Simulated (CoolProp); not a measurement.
A single-stage vapour-compression cycle with the fluid: evaporating at 273.15 K (dew point), condensing at 297.15 K (bubble point), superheat 2 K, subcooling 8 K, compressor efficiency 0.7, no pressure losses. The same conditions are run with several fluids, on thermodynamics alone (safety and materials aside).

The numbers come from the reference Helmholtz-energy equation of state of each fluid (cyclopentane: Gedanitz 2015; vinyl chloride: Thol 2022; R365MFC: Lemmon 2016; R22: Kamei 1995; R142b: Lemmon 2006; R236FA: Pan 2012) in CoolProp.

```json
[
 {"fluid": "cyclopentane", "cooling COP": "7.77", "pressure ratio": "2.86", "discharge temperature (K)": "319.1", "refrigerating effect (kJ/kg)": "398", "volumetric capacity (kJ/m³)": "175"},
 {"fluid": "vinyl chloride", "cooling COP": "7.64", "pressure ratio": "(withheld)", "discharge temperature (K)": "326.7", "refrigerating effect (kJ/kg)": "321", "volumetric capacity (kJ/m³)": "1590"},
 {"fluid": "R365MFC", "cooling COP": "7.72", "pressure ratio": "2.95", "discharge temperature (K)": "301.2", "refrigerating effect (kJ/kg)": "187", "volumetric capacity (kJ/m³)": "(withheld)"},
 {"fluid": "R22", "cooling COP": "7.45", "pressure ratio": "2.04", "discharge temperature (K)": "319.9", "refrigerating effect (kJ/kg)": "187", "volumetric capacity (kJ/m³)": "3940"},
 {"fluid": "R142b", "cooling COP": "7.67", "pressure ratio": "2.26", "discharge temperature (K)": "310.1", "refrigerating effect (kJ/kg)": "199", "volumetric capacity (kJ/m³)": "1330"},
 {"fluid": "R236FA", "cooling COP": "(withheld)", "pressure ratio": "2.44", "discharge temperature (K)": "301.4", "refrigerating effect (kJ/kg)": "141", "volumetric capacity (kJ/m³)": "1060"}
]
```

### Question
What belongs in the gaps?

### Answer

- vinyl chloride, pressure ratio: 2.21
- R365MFC, volumetric capacity (kJ/m³): 226
- R236FA, cooling COP: 7.62
